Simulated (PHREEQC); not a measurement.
Dissolve 3.7 mmol/kgw CaCl2, 0.047 mmol/kgw Na2SO4 and 0.35 mmol/kgw NaCl at 25 °C. Closed to the air; pH follows from the charge balance.

Equilibrium calculation in PHREEQC: ion-association model, phreeqc.dat.

Precipitation was switched off in this run.

Problem. Order these S species by the share of S that they hold, largest first: NaSO4-, SO4-2, CaSO4.

Solution. SO4-2 (78 %), CaSO4 (22 %), NaSO4- (0.11 %)

The ionic strength is 0.0115 mol/kgw. Complexes and solids missing from the database can't appear.
